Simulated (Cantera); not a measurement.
A perfectly stirred reactor is fed with C₂H₆ : H₂ = 1 : 13 (molar parts), at 10.00 Torr; it is held at 1650 K, and followed from long to short residence time.

Detailed kinetics in Cantera: GRI-Mech 3.0 (53 species, 325 reactions). GRI-Mech 3.0 stops at C3 and has no aromatics, soot or wall deposition, so with more carbon than oxygen in the feed, carbon stays in small species such as C2H2 where larger ones or solid carbon would form. Radical loss at walls, strong at low pressure, is not modelled.

Question: What does this change do: C2H6 1 to 0.15 parts?

Answer: 
```tsv
quantity	before	after
x(C₂H₆) at τ = 4.10 s	9.56e-6	1.64e-6
x(H₂) at τ = 4.10 s	0.927	0.985
x(CH₄) at τ = 4.10 s	0.0174	0.00645
x(C₂H) at τ = 4.10 s	2.60e-7	3.39e-8
x(C₂H₄) at τ = 4.10 s	0.000122	1.90e-5
x(C₂H₆) at τ = 0.170 s	0.000160	2.56e-5
x(H₂) at τ = 0.170 s	0.911	0.981
x(CH₄) at τ = 0.170 s	0.0436	0.0110
x(C₂H) at τ = 0.170 s	3.08e-7	3.76e-8
x(C₂H₄) at τ = 0.170 s	0.000925	0.000124
```
